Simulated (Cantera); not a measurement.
Charge: 1 mol FeS, 930 mol H2, 0.098 mol H2O, held at 190000 Pa.

Method: chemical equilibrium by Gibbs-energy minimisation in Cantera with the NASA 1993 tables (ideal gas, pure condensed phases). Candidate condensed phases: Fe, FeO, Fe(OH)2, Fe(OH)3, FeS, FeSO4, FeS2, Fe2O3, Fe2(SO4)3, Fe3O4, H2O, H2SO4, S; 22 gas species. Rates play no part.

Question: What share of the Fe ends up in condensed phases as a function of T (°C), at 725, 825, 925, 1025, 1125, 1225, 1325, 1425, 1525, 1625, 1725, 1825, 1925?

Answer: 
| T (°C) | Fe condensed (%) | as |
|---|---|---|
| 725 | 100.0 | Fe(α) |
| 825 | 100.0 | Fe(α) |
| 925 | 100.0 | Fe(γ) |
| 1025 | 100.0 | Fe(γ) |
| 1125 | 100.0 | Fe(γ) |
| 1225 | 100.0 | Fe(γ) |
| 1325 | 99.9 | Fe(γ) |
| 1425 | 99.7 | Fe(δ) |
| 1525 | 98.6 | Fe(δ) |
| 1625 | 94.7 | Fe(l) |
| 1725 | 82.5 | Fe(l) |
| 1825 | 49.1 | Fe(l) |
| 1925 | 0.0 | - |
